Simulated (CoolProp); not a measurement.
Vapour pressure (bar) of CF4 (R14): the reference equation beside estimates from Tc = 227.4 K, pc = 37.62 bar, ω = 0.178. Clausius-Clapeyron is anchored at 178.5 K with a constant enthalpy of vaporisation of 9.866 kJ/mol.

Model: reference Helmholtz-energy equation of state, Platzer 1990, in CoolProp. This equation is an older, rougher fit; its heat capacities, sound speeds and derivatives of the liquid may be far off and weren't checked against measurements.

```csv
T (K),reference,Clausius-Clapeyron,Redlich-Kwong,Soave-Redlich-Kwong
163.1,3.079,3.511,4.027,3.109
167,3.785,4.161,4.870,3.829
170.8,…,4.874,5.805,4.644
174.7,5.526,5.691,…,5.608
178.5,6.577,6.577,8.073,6.684
182.4,7.802,7.581,9.429,…
186.3,9.188,8.687,…,9.360
190.1,10.71,9.866,12.55,10.91
194,12.45,11.19,…,12.70
197.8,14.34,12.58,16.31,14.63
201.7,16.49,…,18.47,16.83
205.6,18.87,15.80,20.82,19.25
209.4,21.44,17.54,23.29,21.84
```

Task: Complete the blanks.

Result: 
- 170.8, reference: 4.583
- 174.7, Redlich-Kwong: 6.888
- 182.4, Soave-Redlich-Kwong: 7.939
- 186.3, Redlich-Kwong: 10.93
- 194, Redlich-Kwong: 14.37
- 201.7, Clausius-Clapeyron: 14.13

Absolute difference from the reference over all 13 rows, mean and median: Clausius-Clapeyron 9.3 and 9.9 %, Redlich-Kwong 19.3 and 19.0 %, Soave-Redlich-Kwong 1.7 and 1.9 %.
